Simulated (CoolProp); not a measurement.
The fluid at 293.15 K and 0.128 MPa is compressed adiabatically to 0.961 MPa with isentropic efficiency 0.6. The same conditions are run with several fluids, on thermodynamics alone (safety and materials aside).

Model: reference Helmholtz-energy equation of state of each fluid (CF4 (R14): Platzer 1990; ethane: Bücker 2006; hydrogen sulfide: Lemmon 2006; propyne: Polt 1992), in CoolProp. The equations of Platzer and Polt are older, rougher fits.

Question: Rank CF4 (R14), ethane, hydrogen sulfide, propyne by work (kJ/kg), highest first.

Answer: ethane (313), hydrogen sulfide (305), propyne (225), CF4 (R14) (106)

```tsv
fluid	final temperature (K)	final density (kg/m³)
CF4 (R14)	431.0	23.7
ethane	448.6	7.89
hydrogen sulfide	582.2	6.82
propyne	430.8	11.3
```
